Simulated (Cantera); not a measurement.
A Cantera script and what it prints.

```python
import numpy as np
import cantera as ct

gas_names = """
    AL ALC ALN AL2 C CN C2 CCN CNC C2N2 C3 C4 C4N2 C5 N N2
""".split()
cond_names = """
    AL(cr) AL(L) ALN(s) C(gr)
""".split()


def load(file, names, dense=False):
    # The tables refer to 1 bar. Condensed volumes are neglected.
    table = {s.name: s for s in ct.Species.list_from_file(file)}
    out = []
    for n in names:
        d = dict(table[n].input_data)
        d["thermo"] = dict(d["thermo"], **{"reference-pressure": 1e5})
        if dense:
            d["equation-of-state"] = {"model": "constant-volume", "density": "1e6 g/cm^3"}
        out.append(ct.Species.from_dict(d))
    return out


gas = ct.Solution(thermo="ideal-gas", species=load("nasa_gas.yaml", gas_names))
cond = {s.name: ct.Solution(thermo="fixed-stoichiometry", species=[s], name=s.name)
        for s in load("nasa_condensed.yaml", cond_names, dense=True)}
atoms = {
    'AlN': {'AL': 1, 'N': 1},
    'C': {'C': 1},
    'N2': {'N': 2},
}
top_T = {'ALN(s)': 2750, 'C(gr)': 4500}  # K; cautious upper limits of use, not melting points


def equilibrate(T, P, feed):
    n = {}
    for name, mol in feed.items():
        for a, k in atoms[name].items():
            n[a] = n.get(a, 0.0) + k * mol
    gas.TPX = T, P, n
    mass = sum(n.values()) * gas.mean_molecular_weight
    gas.equilibrate("TP")
    valid = [c for c in cond.values() if c.min_temp <= T <= top_T.get(c.name, c.max_temp)]
    mix = ct.Mixture([(gas, mass / gas.mean_molecular_weight)] + [(c, 0.0) for c in valid])
    mix.T, mix.P = T, P
    mix.equilibrate("TP", solver="vcs", rtol=1e-11, max_steps=5000)
    return mix


results = []
feed = {'AlN': 1, 'C': 0.39, 'N2': 2}  # mol
T = 3023.15  # K
P = 6600  # Pa
mix = equilibrate(T, P, feed)
results.append((T, P, feed, dict(zip(mix.species_names, mix.species_moles))))
print(gas.report(threshold=1e-06))
for i in range(1, mix.n_phases):
    print(f"{mix.phase(i).name:16s} {mix.phase_moles(i):12.5e} mol")
```

It prints:

```
       temperature   3023.2 K
          pressure   6600 Pa
           density   0.0072873 kg/m^3
  mean mol. weight   27.754 kg/kmol
   phase of matter   gas

                          1 kg             1 kmol
                     ---------------   ---------------
          enthalpy        6.7962e+06        1.8862e+08  J
   internal energy        5.8905e+06        1.6348e+08  J
           entropy             10133        2.8122e+05  J/K
    Gibbs function       -2.3837e+07       -6.6155e+08  J
 heat capacity c_p              1179             32721  J/K
 heat capacity c_v            879.39             24406  J/K

                      mass frac. Y      mole frac. X     chem. pot. / RT
                     ---------------   ---------------   ---------------
                AL           0.27379           0.28162           -14.226
               ALC        8.7487e-05         6.227e-05           -17.945
               AL2         9.047e-05        4.6529e-05           -28.452
                 C        0.00041352        0.00095551           -3.7185
                CN          0.011332          0.012088           -19.463
                C2        0.00053335         0.0006162            -7.437
               CNC        4.3426e-05        3.1693e-05           -23.181
              C2N2         0.0013568        0.00072367           -38.925
                C3         0.0078394         0.0060381           -11.156
                C4        3.7721e-05         2.179e-05           -14.874
              C4N2        3.6199e-05        1.3209e-05           -46.362
                C5        0.00025637        0.00011848           -18.593
                 N        2.6499e-05        5.2505e-05           -15.744
                N2           0.70416           0.69761           -31.488
     [   +2 minor]        1.3545e-06        9.4749e-07

AL(L)             0.00000e+00 mol
C(gr)             2.66863e-01 mol
```

Cantera equilibrium calculation (NASA polynomials, part measured and part estimated; ideal gas, pure solids and liquids).
